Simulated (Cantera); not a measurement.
Feed: 1 mol Si, 2.5 mol O2, 67 mol N2, equilibrated at 1302 °C and 0.133 bar.

Cantera equilibrium calculation (NASA polynomials, part measured and part estimated; ideal gas, pure solids and liquids). Candidate condensed phases: Si, SiO2, Si2N2O, Si3N4; 16 gas species. The tables hold silica as quartz up to 1696 K and as liquid above; real silica turns to tridymite and cristobalite and melts near 1996 K. Rates play no part.

Q: What is the equilibrium state?

A: 
```
Quantity                              Value
--------------------------------  ---------
x(N2)                                 0.978
x(O2)                                0.0216
x(NO)                              0.000620
x(O)                                4.31e-6
n(SiO2(β-quartz))                  1.00 mol
gas amount                        68.50 mol
log10 activity of Si(s) (absent)     -18.37
```
